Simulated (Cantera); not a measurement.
Gas mixture: N2 : CH3OH : H2O : H2 = 0.36 : 0.31 : 0.83 : 0.32 (molar parts), at 0.0263 atm, frozen composition.

Cantera's kinetic-theory transport with the Lennard-Jones parameters of GRI-Mech 3.0, ideal gas; thermal conductivity in the multicomponent form. Polar gases are described roughly by these parameters. The composition is frozen, though it would react at the higher temperatures.

One state of this run: ρ (kg/m³) = 0.00433; cp (J/kg/K) = 2635; μ (µPa s) = 49.1; λ (mW/m/K) = 209; Pr = 0.618; D (cm²/s) CH3 = 154; D (cm²/s) O = 222; D (cm²/s) H2 = 446. D: mixture-averaged diffusion coefficient of that species in the mixture.

**Question.** Which value of T (K) does it belong to?
A) 1000
B) 700
C) 1450
D) 1300

**Answer.** C, 1450
